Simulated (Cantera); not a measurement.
Thermodynamics of metals in furnace atmospheres, feed Ni + H2S + N2

Input: 1 mol Ni, 0.99 mol H2S, 100 mol N2, equilibrated at 1325 K and 37.0 mbar.

Cantera equilibrium calculation (NASA polynomials, part measured and part estimated; ideal gas, pure solids and liquids). Candidate condensed phases: Ni, NiS, NiS2, Ni3S2, Ni3S4, S; 17 gas species. The numbers say what is thermodynamically allowed, not how fast it happens.

```
Item                                   Value
---------------------------------  ---------
x(N2)                                  0.989
x(H2)                                0.00918
x(S2)                                0.00129
x(H2S)                              0.000600
x(SH)                                2.53e-5
n(Ni3S2(l))                        0.333 mol
gas amount                         101.1 mol
log10 activity of Ni(s) (absent)       -0.56
log10 activity of NiS(l) (absent)      -0.94
log10 activity of S(l) (absent)        -3.16
```
